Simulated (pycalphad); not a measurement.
**Phase fields of Ta-Ti as a text map**

Computed with pycalphad from the COST 507 light-alloy database (1999), at 1 atm. The data set is of 1999 and partly superseded.

Columns run from 0.2 at.% Ti, then 2 to 98 at.% in steps of 2, to 99.8 at.%; rows are temperatures in K.

```
 3350 aaaaaaaaaaaaaaaaaaaaaaaaaaaaaaaaaaaaaaaaaaaaaaaaaaa
 3250 bcaaaaaaaaaaaaaaaaaaaaaaaaaaaaaaaaaaaaaaaaaaaaaaaaa
 3150 bbcccaaaaaaaaaaaaaaaaaaaaaaaaaaaaaaaaaaaaaaaaaaaaaa
 3050 bbbbccccaaaaaaaaaaaaaaaaaaaaaaaaaaaaaaaaaaaaaaaaaaa
 2950 bbbbbbcccccaaaaaaaaaaaaaaaaaaaaaaaaaaaaaaaaaaaaaaaa
 2850 bbbbbbbbccccccaaaaaaaaaaaaaaaaaaaaaaaaaaaaaaaaaaaaa
 2750 bbbbbbbbbbccccccccaaaaaaaaaaaaaaaaaaaaaaaaaaaaaaaaa
 2650 bbbbbbbbbbbbbccccccccaaaaaaaaaaaaaaaaaaaaaaaaaaaaaa
 2550 bbbbbbbbbbbbbbbbcccccccccaaaaaaaaaaaaaaaaaaaaaaaaaa
 2450 bbbbbbbbbbbbbbbbbbbbccccccccaaaaaaaaaaaaaaaaaaaaaaa
 2350 bbbbbbbbbbbbbbbbbbbbbbbbbccccccccaaaaaaaaaaaaaaaaaa
 2250 bbbbbbbbbbbbbbbbbbbbbbbbbbbbbbcccccccaaaaaaaaaaaaaa
 2150 bbbbbbbbbbbbbbbbbbbbbbbbbbbbbbbbbbbbccccccaaaaaaaaa
 2050 bbbbbbbbbbbbbbbbbbbbbbbbbbbbbbbbbbbbbbbbbbbcccaaaaa
 1950 bbbbbbbbbbbbbbbbbbbbbbbbbbbbbbbbbbbbbbbbbbbbbbbbbba
 1850 bbbbbbbbbbbbbbbbbbbbbbbbbbbbbbbbbbbbbbbbbbbbbbbbbbb
 1750 bbbbbbbbbbbbbbbbbbbbbbbbbbbbbbbbbbbbbbbbbbbbbbbbbbb
 1650 bbbbbbbbbbbbbbbbbbbbbbbbbbbbbbbbbbbbbbbbbbbbbbbbbbb
 1550 bbbbbbbbbbbbbbbbbbbbbbbbbbbbbbbbbbbbbbbbbbbbbbbbbbb
 1450 bbbbbbbbbbbbbbbbbbbbbbbbbbbbbbbbbbbbbbbbbbbbbbbbbbb
 1350 bbbbbbbbbbbbbbbbbbbbbbbbbbbbbbbbbbbbbbbbbbbbbbbbbbb
 1250 bbbbbbbbbbbbbbbbbbbbbbbbbbbbbbbbbbbbbbbbbbbbbbbbbbb
 1150 bbbbbbbbbbbbbbbbbbbbbbbbbbbbbbbbbbbbbbbbbbbbbbbbbbd
 1050 bbbbbbbbbbbbbbbbbbbbbbbbbbbbbbbbbbbbbbbbbbbbbbbddee
  950 bbbbbbbbbbbbbbbbbbbbbbbbbbbbbbbbbbbbbbbbdddddddddee
  850 bbbbbbbbbbbbbbbbbbbbbddddddddddddddddddddddddddddee
  750 bbbbbbbbbbbbbddddddddddddddddddddddddddddddddddddee
  650 bbbbbbbbdddddddddddddddddddddddddddddddddddddddddde
  550 bbbbdddddddddddddddddddddddddddddddddddddddddddddde
```

Key: a = LIQUID; b = BCC_A2; c = BCC_A2 + LIQUID; d = BCC_A2 + HCP_A3; e = HCP_A3.

BCC_A2 is bcc; HCP_A3 is hcp.
